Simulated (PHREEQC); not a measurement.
Solution (25 °C): 0.057 mol HNO3 and 0.022 mol Al(NO3)3 per kg of water. Closed to the air; pH follows from the charge balance.

Computed with PHREEQC (ion-association model, phreeqc.dat).

This is a speciation only: nothing precipitates in the calculation.

Predict the pH.

pH 1.34.
